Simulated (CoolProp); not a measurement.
Values from CoolProp's reference Helmholtz-energy equation of state, Leachman 2009.

Give the vapour pressure (MPa), enthalpy of vaporisation (kJ/kg), liquid cp (kJ/(kg K)), vapour Z of saturated normal hydrogen at 26.7, 32.2 K.


```json
[
 {"T (K)": "26.7", "p (MPa)": "0.452", "enthalpy of vaporisation (kJ/kg)": "383", "liquid cp (kJ/(kg K))": "15.5", "vapour Z": "0.749"},
 {"T (K)": "32.2", "p (MPa)": "1.13", "enthalpy of vaporisation (kJ/kg)": "191", "liquid cp (kJ/(kg K))": "68.3", "vapour Z": "0.486"}
]
```
